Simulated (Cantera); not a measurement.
Input: 1 mol Si, 1.3 mol H₂, at 1302 °C and 13.0 bar.

Cantera equilibrium calculation (NASA polynomials, part measured and part estimated; ideal gas, pure solids and liquids). Candidate condensed phases: Si; 9 gas species. Gases not in the tables: Si₂H₆ and higher silanes. The numbers say what is thermodynamically allowed, not how fast it happens.

Question: What is the equilibrium state?

Answer: 
* **x(H₂)**: 1.000
* **x(SiH₄)**: 1.46e-5
* **x(H)**: 1.15e-5
* **x(SiH₂)**: 3.76e-6
* **n(Si(s))**: 1.000 mol
* **gas amount**: 1.300 mol
